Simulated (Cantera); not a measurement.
Charge: 1 mol Hg, 0.062 mol H2, equilibrated at 1573.15 K and 15.0 Pa.

Cantera equilibrium calculation (NASA polynomials, part measured and part estimated; ideal gas, pure solids and liquids). Candidate condensed phases: Hg; 3 gas species. Equilibrium is a limit: real reactors are often held back by kinetics, nucleation or transport.

Base state: Hg 0.941, H2 0.0580, H 0.000801 (mole fractions); condensed: gas only.

### Question
What changes in the equilibrium state with this change: H2 from 0.062 to 0.65 mol?

### Answer
| species | before | after |
|---|---|---|
| Hg | 0.941 | 0.605 |
| H2 | 0.0580 | 0.392 |
| H | 0.000801 | 0.00208 |
